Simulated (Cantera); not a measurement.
An isothermal plug-flow reactor at 1300 K and 975 Torr (inlet), inlet velocity 0.13 m/s, active area per volume 590 1/m; feed CH4 : O2 : N2 = 0.0024 : 0.022 : 0.79 (molar parts), equivalence ratio 0.22.

Cantera simulation using Deutschmann's 1995 Pt surface mechanism with GRI-Mech 3.0 gas chemistry; the numbers are that mechanism's predictions, not measurements. Catalytic surfaces can have several steady states; this one follows from the mechanism file's or the stated starting coverage. Mass transfer to the wall is taken as infinitely fast.

x: gas mole fraction; θ: surface coverage.

| z (m) | x CH4 | x O2 | x H2O | x CO2 | x CO | θ free Pt | θ O* |
|---|---|---|---|---|---|---|---|
| 0.00013 | 0.00155 | 0.0243 | 0.00274 | 0.00135 | 4.08e-6 | 0.612 | 0.387 |
| 0.00023 | (withheld) | 0.0231 | (withheld) | (withheld) | (withheld) | 0.615 | 0.384 |
| 0.0004 | 0.000382 | 0.0220 | 0.00501 | 0.00248 | 1.12e-6 | 0.617 | 0.382 |
| 0.00072 | 7.01e-5 | 0.0214 | 0.00565 | 0.00279 | 2.86e-7 | 0.618 | 0.381 |
| 0.0013 | 3.22e-6 | 0.0212 | 0.00581 | 0.00287 | 5.42e-8 | 0.619 | 0.380 |
| 0.0023 | 2.45e-8 | 0.0212 | 0.00584 | 0.00289 | 2.06e-8 | 0.619 | 0.380 |
| 0.004 | 8.59e-10 | 0.0212 | 0.00586 | 0.00291 | 1.15e-8 | 0.619 | 0.380 |
| 0.0072 | 1.59e-10 | 0.0212 | 0.00588 | 0.00292 | (withheld) | 0.619 | 0.380 |
| 0.013 | 1.04e-10 | 0.0211 | 0.00588 | 0.00293 | 1.65e-9 | 0.619 | 0.380 |

Question: Some entries are withheld; supply them.

Answer: 
- 0.00023, x CH4: 0.000929
- 0.00023, x H2O: 0.00395
- 0.00023, x CO2: 0.00195
- 0.00023, x CO: 2.52e-6
- 0.0072, x CO: 4.63e-9
